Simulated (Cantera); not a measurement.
A diamond (100) surface in a fixed gas of H2 with x(CH4) = 0.0028, x(H) = 0.0021, x(CH3) = 1.3e-05, at 1175 K; coverages are run to steady state.

Cantera simulation using the Harris–Goodwin 1993 mechanism for the reconstructed diamond (100) surface; the numbers are that mechanism's predictions, not measurements.

One state of this run: growth (µm/h) = 0.618; θ c6HH = 0.465; θ c6H* = 0.0353; θ c6*H = 0.475; θ c6** = 0.0241; θ c6HM = 0.000625. θ: site fractions in the mechanism's names (c6HH fully hydrogenated, c6H* and c6*H radical sites, c6** diradical, c6HM methylated).

Q: Which value of P (Pa) does it belong to?
A. 950
B. 620
C. 12000
D. 1400

A: C, 12000
